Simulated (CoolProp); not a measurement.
Properties of CH2F2 (R32) along the isobar 6.13 MPa.

Values from CoolProp's reference Helmholtz-energy equation of state, Tillner-Roth 1997.

```json
[
 {"T (K)": "285.5", "phase": "liquid", "cv (kJ/(kg K))": "[?]", "Joule-Thomson coefficient (K/MPa)": "-0.02236", "isothermal compressibility (1/MPa)": "0.003896", "viscosity (µPa s)": "141", "fugacity coefficient": "0.1793"},
 {"T (K)": "295.5", "phase": "liquid", "cv (kJ/(kg K))": "0.9503", "Joule-Thomson coefficient (K/MPa)": "0.06089", "isothermal compressibility (1/MPa)": "0.004891", "viscosity (µPa s)": "125", "fugacity coefficient": "0.2283"},
 {"T (K)": "305.5", "phase": "liquid", "cv (kJ/(kg K))": "0.9591", "Joule-Thomson coefficient (K/MPa)": "0.1725", "isothermal compressibility (1/MPa)": "0.006352", "viscosity (µPa s)": "111", "fugacity coefficient": "0.2841"},
 {"T (K)": "315.4", "phase": "liquid", "cv (kJ/(kg K))": "0.9705", "Joule-Thomson coefficient (K/MPa)": "0.3279", "isothermal compressibility (1/MPa)": "0.008642", "viscosity (µPa s)": "98.0", "fugacity coefficient": "0.3457"},
 {"T (K)": "325.4", "phase": "liquid", "cv (kJ/(kg K))": "0.9867", "Joule-Thomson coefficient (K/MPa)": "[?]", "isothermal compressibility (1/MPa)": "0.01277", "viscosity (µPa s)": "85.7", "fugacity coefficient": "0.4135"},
 {"T (K)": "335.4", "phase": "liquid", "cv (kJ/(kg K))": "1.012", "Joule-Thomson coefficient (K/MPa)": "0.9756", "isothermal compressibility (1/MPa)": "0.02187", "viscosity (µPa s)": "73.9", "fugacity coefficient": "0.4856"},
 {"T (K)": "345.3", "phase": "liquid", "cv (kJ/(kg K))": "1.063", "Joule-Thomson coefficient (K/MPa)": "1.885", "isothermal compressibility (1/MPa)": "[?]", "viscosity (µPa s)": "61.4", "fugacity coefficient": "0.5594"},
 {"T (K)": "355.3", "phase": "supercritical", "cv (kJ/(kg K))": "1.311", "Joule-Thomson coefficient (K/MPa)": "9.771", "isothermal compressibility (1/MPa)": "1.446", "viscosity (µPa s)": "26.3", "fugacity coefficient": "0.6288"},
 {"T (K)": "365.3", "phase": "supercritical", "cv (kJ/(kg K))": "1.098", "Joule-Thomson coefficient (K/MPa)": "10.68", "isothermal compressibility (1/MPa)": "0.4008", "viscosity (µPa s)": "20.6", "fugacity coefficient": "0.6690"},
 {"T (K)": "375.2", "phase": "supercritical", "cv (kJ/(kg K))": "1.037", "Joule-Thomson coefficient (K/MPa)": "10.15", "isothermal compressibility (1/MPa)": "0.3073", "viscosity (µPa s)": "19.8", "fugacity coefficient": "0.7007"},
 {"T (K)": "385.2", "phase": "supercritical", "cv (kJ/(kg K))": "1.006", "Joule-Thomson coefficient (K/MPa)": "9.526", "isothermal compressibility (1/MPa)": "0.2670", "viscosity (µPa s)": "19.5", "fugacity coefficient": "0.7282"},
 {"T (K)": "395.1", "phase": "supercritical", "cv (kJ/(kg K))": "0.9886", "Joule-Thomson coefficient (K/MPa)": "8.914", "isothermal compressibility (1/MPa)": "0.2441", "viscosity (µPa s)": "19.5", "fugacity coefficient": "0.7520"},
 {"T (K)": "405.1", "phase": "supercritical", "cv (kJ/(kg K))": "0.9795", "Joule-Thomson coefficient (K/MPa)": "8.332", "isothermal compressibility (1/MPa)": "0.2289", "viscosity (µPa s)": "19.6", "fugacity coefficient": "0.7734"},
 {"T (K)": "415.1", "phase": "supercritical", "cv (kJ/(kg K))": "0.9758", "Joule-Thomson coefficient (K/MPa)": "7.790", "isothermal compressibility (1/MPa)": "0.2181", "viscosity (µPa s)": "19.8", "fugacity coefficient": "[?]"},
 {"T (K)": "425", "phase": "supercritical", "cv (kJ/(kg K))": "0.9760", "Joule-Thomson coefficient (K/MPa)": "7.295", "isothermal compressibility (1/MPa)": "0.2100", "viscosity (µPa s)": "20.1", "fugacity coefficient": "0.8095"},
 {"T (K)": "435", "phase": "supercritical", "cv (kJ/(kg K))": "0.9790", "Joule-Thomson coefficient (K/MPa)": "6.835", "isothermal compressibility (1/MPa)": "0.2036", "viscosity (µPa s)": "20.3", "fugacity coefficient": "0.8251"}
]
```

Q: Some entries are withheld; supply them.

A: 
- 285.5, cv (kJ/(kg K)): 0.9437
- 325.4, Joule-Thomson coefficient (K/MPa): 0.5657
- 345.3, isothermal compressibility (1/MPa): 0.05392
- 415.1, fugacity coefficient: 0.7925

Viscosity comes from a separate model (Bell 2016), an estimate that may be off by 10 % or more.
